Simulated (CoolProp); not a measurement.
Vapour-liquid equilibrium of carbon dioxide (1) + C2F6 (R116) (2) at 1110 kPa; x and y are mole fractions of (1).

Values from CoolProp's multi-fluid Helmholtz-energy mixture model, Span 1996 and Lemmon 2006; pair parameters Bell 2016.

```json
[
 {"x": "0.05", "bubble temperature (K)": "251.5", "y at the bubble point": "0.122", "dew temperature at overall composition x (K)": "253.6", "liquid density (mol/L)": "9.736"},
 {"x": "0.125", "bubble temperature (K)": "246.5", "y at the bubble point": "0.282", "dew temperature at overall composition x (K)": "251.4", "liquid density (mol/L)": "10.42"},
 {"x": "0.2", "bubble temperature (K)": "242.3", "y at the bubble point": "0.408", "dew temperature at overall composition x (K)": "249.1", "liquid density (mol/L)": "11.13"},
 {"x": "0.275", "bubble temperature (K)": "239.1", "y at the bubble point": "0.503", "dew temperature at overall composition x (K)": "246.7", "liquid density (mol/L)": "11.87"},
 {"x": "0.35", "bubble temperature (K)": "236.7", "y at the bubble point": "0.573", "dew temperature at overall composition x (K)": "244.3", "liquid density (mol/L)": "12.64"},
 {"x": "0.425", "bubble temperature (K)": "235.0", "y at the bubble point": "0.624", "dew temperature at overall composition x (K)": "241.7", "liquid density (mol/L)": "13.48"},
 {"x": "0.5", "bubble temperature (K)": "233.9", "y at the bubble point": "0.662", "dew temperature at overall composition x (K)": "239.2", "liquid density (mol/L)": "14.40"},
 {"x": "0.575", "bubble temperature (K)": "233.2", "y at the bubble point": "0.693", "dew temperature at overall composition x (K)": "236.6", "liquid density (mol/L)": "15.43"},
 {"x": "0.65", "bubble temperature (K)": "232.8", "y at the bubble point": "0.719", "dew temperature at overall composition x (K)": "234.2", "liquid density (mol/L)": "16.61"},
 {"x": "0.725", "bubble temperature (K)": "232.6", "y at the bubble point": "0.746", "dew temperature at overall composition x (K)": "232.7", "liquid density (mol/L)": "17.98"},
 {"x": "0.8", "bubble temperature (K)": "232.6", "y at the bubble point": "0.777", "dew temperature at overall composition x (K)": "232.7", "liquid density (mol/L)": "19.58"},
 {"x": "0.875", "bubble temperature (K)": "233.0", "y at the bubble point": "0.824", "dew temperature at overall composition x (K)": "233.7", "liquid density (mol/L)": "21.43"},
 {"x": "0.95", "bubble temperature (K)": "234.2", "y at the bubble point": "0.906", "dew temperature at overall composition x (K)": "235.0", "liquid density (mol/L)": "23.56"}
]
```

y crosses x between x = 0.725 and 0.8: the model has an azeotrope there.

Pair parameters are fitted to limited data, so mixtures are less certain than the pure fluids.
